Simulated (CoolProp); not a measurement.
Vapour-liquid equilibrium of n-hexane (1) + cyclohexane (2) at 0.238 MPa; x and y are mole fractions of (1).

Model: multi-fluid Helmholtz-energy mixture model, Thol 2019 and Zhou 2014; pair parameters Bell 2016, in CoolProp.

```tsv
x	bubble temperature, mixture model (K)	bubble temperature, Raoult's law (K)	y, mixture model	y, Raoult's law
0.05	384.2	384.4	0.071	0.068
0.125	382.8	383.3	0.171	0.166
0.2	381.5	382.1	0.262	0.259
0.275	380.3	381.0	0.348	0.347
0.35	379.2	380.0	0.428	0.430
0.425	378.2	378.9	0.503	0.509
0.5	377.2	377.9	0.575	0.584
0.575	376.3	376.9	0.645	0.655
0.65	375.4	376.0	0.712	0.723
0.725	374.6	375.1	0.776	0.788
0.8	373.8	374.1	0.839	0.849
0.875	373.0	373.3	0.901	0.908
0.95	372.3	372.4	0.961	0.964
```

The largest gap from Raoult's law is -0.8 K in bubble temperature, at x = 0.35. No azeotrope shows between x = 0.05 and 0.95.

The pair parameters rest on a limited set of measurements; away from them the model extrapolates.
